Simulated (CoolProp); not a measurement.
Properties of R1336mzz(Z) at several states.

Computed with CoolProp (reference Helmholtz-energy equation of state, McLinden 2020).

```
T (K)  p (MPa)   phase  cv (kJ/(kg K))  speed of sound (m/s)
-----  -------  ------  --------------  --------------------
427      0.989     gas           1.027                 129.3
371.1    0.512     gas          0.9595            (withheld)
452.1   0.0554     gas      (withheld)                 154.2
365.2     1.03  liquid           1.000                 397.8
474.1   0.0264     gas      (withheld)            (withheld)
```

Problem. Some entries are withheld; supply them.

Solution. 
- 371.1, speed of sound (m/s): 123.4
- 452.1, cv (kJ/(kg K)): 1.021
- 474.1, cv (kJ/(kg K)): 1.043
- 474.1, speed of sound (m/s): 158.4
